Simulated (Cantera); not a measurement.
# Fe₂O₃ + H₂ + N₂ (hydrogen reduction and annealing atmospheres)

Input: 1 mol Fe₂O₃, 360 mol H₂, 49 mol N₂, held at 1025 K and 0.0310 bar.

Equilibrium computed with Cantera from the NASA thermochemical tables; the gas is ideal and each condensed phase is pure. Candidate condensed phases: Fe, FeO, Fe(OH)₂, Fe(OH)₃, Fe₂O₃, Fe₃O₄, H₂O; 27 gas species. Kinetics and transport are ignored.

```yaml
x(H₂): 0.873
x(N₂): 0.120
x(H₂O): 0.00734
x(NH₃): 4.33e-6
n(Fe(α)): 2.00 mol
gas_amount: 409.0 mol
log10 activity of Fe(OH)₂(s) (absent): -9.89
log10 activity of Fe(OH)₃(s) (absent): -17.49
```
